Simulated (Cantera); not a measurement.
An adiabatic, constant-volume homogeneous reactor starts with CH4 : O2 : N2 = 1 : 6.25 : 23.5 (molar parts), at 975 K and 3.00 bar. Integrator tolerance rtol = 1e-08.

Model: GRI-Mech 3.0 (53 species, 325 reactions), integrated in Cantera. Below about 1000 K GRI-Mech 3.0 lacks low-temperature oxidation paths.

Q: What does this change do: initial temperature 975 to 1498 K?

A: 
| quantity | before | after |
|---|---|---|
| temperature at 0.300 s | 985 K | 2314 K |
| equilibrium temperature | 1890 K | 2314 K |
| x(CH4) at 0.300 s | 0.0316 (gas-phase equilibrium <1e-12) | <1e-12 (gas-phase equilibrium <1e-12) |
| x(O2) at 0.300 s | 0.202 (gas-phase equilibrium 0.136) | 0.131 (gas-phase equilibrium 0.131) |
| x(OH) at 0.300 s | 2.27e-8 (gas-phase equilibrium 0.000538) | 0.00371 (gas-phase equilibrium 0.00371) |
| x(NO) at 0.300 s | <1e-12 (gas-phase equilibrium 0.00441) | 0.0125 (gas-phase equilibrium 0.0125) |
| x(C2H6) at 0.300 s | 9.07e-5 (gas-phase equilibrium <1e-12) | <1e-12 (gas-phase equilibrium <1e-12) |
| x(CH3) at 0.300 s | 2.65e-6 (gas-phase equilibrium <1e-12) | <1e-12 (gas-phase equilibrium <1e-12) |
| x(H2O) at 0.300 s | 0.00101 (gas-phase equilibrium 0.0648) | 0.0629 (gas-phase equilibrium 0.0629) |
| time of steepest temperature rise | not reached | 0.339 ms |
